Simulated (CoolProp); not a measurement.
A Linde-Hampson liquefier for nitrogen: isothermal reversible compression at 280 K from 1 atm to 40 MPa, throttling to 1 atm, return gas leaving the recuperator 2 K below the feed. Each further row changes one setting.

Values from CoolProp's reference Helmholtz-energy equation of state, Span 2000.

```csv
case,liquid yield per pass,compression work (kJ/kg of gas)
as stated,0.109,503
high pressure 80 MPa,___,___
warm-end temperature 310 K,___,561
warm-end gap 7 K,___,503
```

Problem. Some entries are withheld; supply them.

Solution. 
- high pressure 80 MPa, liquid yield per pass: 0.069
- high pressure 80 MPa, compression work (kJ/kg of gas): 588
- warm-end temperature 310 K, liquid yield per pass: 0.078
- warm-end gap 7 K, liquid yield per pass: 0.098
